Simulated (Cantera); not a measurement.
Input: 1 mol Cu₂O, 1.2 mol CO, at 1773 K and 0.140 bar.

Cantera equilibrium calculation (NASA polynomials, part measured and part estimated; ideal gas, pure solids and liquids). Candidate condensed phases: C, Cu, CuO, Cu₂O; 15 gas species. The numbers say what is thermodynamically allowed, not how fast it happens.

Base state: CO₂ 0.831, CO 0.166, Cu 0.00282 (mole fractions); condensed: Cu(l).

### Question
What changes in the equilibrium state with this change: temperature from 1773 K to 2248.15 K?

### Answer
| species | before | after |
|---|---|---|
| CO₂ | 0.831 | 0.606 |
| Cu | 0.00282 | 0.237 |
| CO | 0.166 | 0.144 |
| CuO | 2.98e-7 | 0.000716 |
| O₂ | 4.28e-6 | 0.00876 |
| O | 5.19e-7 | 0.000913 |
| Cu(l), mol | 2.00 | 1.61 |

### Question
What changes in the equilibrium state with this change: Cu₂O replaced by MgO?

### Answer
| species | before | after |
|---|---|---|
| CO | 0.166 | 0.998 |
| Mg | 0 | 0.000860 |
| CO₂ | 0.831 | 0.000860 |
| Cu | 0.00282 | 0 |
| Cu(l), mol | 2.00 | 0 |
| MgO(s), mol | 0 | 0.999 |
Further candidate phases: Mg, MgCO₃, MgO.

### Question
What changes in the equilibrium state with this change: temperature from 1773 K to 1075 K?

### Answer
```
species      before    after
----------  -------  -------
CO₂           0.831    0.833
CO            0.166    0.167
Cu          0.00282  1.82e-9
Cu(l), mol     2.00        0
Cu(s), mol        0     2.00
```
